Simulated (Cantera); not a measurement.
Feed: 1 mol Cu2O, 6.5 mol CO, 0.16 mol H2, at 2177 °C and 0.530 bar.

Method: chemical equilibrium by Gibbs-energy minimisation in Cantera with the NASA 1993 tables (ideal gas, pure condensed phases). Candidate condensed phases: C, C6H6, C7H8, C8H18, Cu, CuO, Cu(OH)2, Cu2O, H2O; 113 gas species. Equilibrium is a limit: real reactors are often held back by kinetics, nucleation or transport.

Base state: CO 0.645, Cu 0.225, CO2 0.106, H2 0.00850, H2O 0.00848, Cu2 0.00294, H 0.00254, OH 0.000496 (mole fractions); condensed: gas only.

Problem. What changes in the equilibrium state with this change: temperature from 2177 °C to 2002 °C?

Solution. 
```tsv
species	before	after
CO	0.645	0.772
CO2	0.106	0.128
Cu	0.225	0.0761
H2	0.00850	0.0112
H2O	0.00848	0.0103
O2	4.06e-5	5.10e-6
O	9.86e-5	1.33e-5
Cu(l), mol	0	1.44
```

Problem. What changes in the equilibrium state with this change: H2 from 0.16 to 0.36 mol?

Solution. 
```csv
species,before,after
CO,0.645,0.640
Cu,0.225,0.220
CO2,0.106,0.0940
H2,0.00850,0.0203
H2O,0.00848,0.0180
H,0.00254,0.00393
OH,0.000496,0.000683
```
